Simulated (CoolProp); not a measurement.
Saturation properties of R13.

Values from CoolProp's reference Helmholtz-energy equation of state, Platzer 1990. This equation is an older, rougher fit; its heat capacities, sound speeds and derivatives of the liquid may be far off and weren't checked against measurements.

| T (K) | p (MPa) | vapour density (kg/m³) | surface tension (mN/m) | liquid viscosity (µPa s) | liquid conductivity (mW/(m K)) |
|---|---|---|---|---|---|
| 143.7 | 0.002818 | 0.2471 | 22.2 | 743 | 115 |
| 151.6 | 0.006097 | 0.5080 | 20.8 | 626 | 111 |
| 159.5 | 0.01207 | 0.9593 | 19.5 | 535 | 107 |
| 167.4 | 0.02219 | 1.689 | 18.1 | 463 | 103 |
| 175.3 | 0.03830 | 2.803 | 16.8 | 404 | 98.8 |
| 183.2 | 0.06266 | 4.427 | 15.4 | 355 | 94.7 |
| 191.1 | 0.09791 | 6.708 | 14.1 | ___ | 90.6 |
| 199 | 0.1470 | 9.807 | 12.9 | 279 | 86.5 |
| 206.9 | 0.2133 | 13.91 | 11.6 | 249 | 82.5 |
| 214.8 | 0.3002 | 19.24 | 10.4 | 222 | 78.5 |
| 222.7 | 0.4115 | 26.04 | 9.25 | 199 | 74.5 |
| 230.6 | 0.5511 | 34.60 | 8.09 | 179 | 70.6 |
| 238.5 | 0.7230 | 45.30 | 6.97 | ___ | 66.8 |
| 246.4 | 0.9316 | 58.61 | 5.89 | 144 | 63.0 |
| 254.2 | 1.178 | ___ | 4.86 | ___ | 59.4 |

Question: Complete the blanks.

Answer: 
- 191.1, liquid viscosity (µPa s): 314
- 238.5, liquid viscosity (µPa s): 161
- 254.2, vapour density (kg/m³): 74.93
- 254.2, liquid viscosity (µPa s): 129

It boils at 191.7 K under 1 atm.

Viscosity comes from a separate model (Huber 2003), an estimate that may be off by 10 % or more. Thermal conductivity comes from a separate model (Huber 2003), an estimate that may be off by 10 % or more. Surface tension comes from a separate correlation (Mulero 2012).
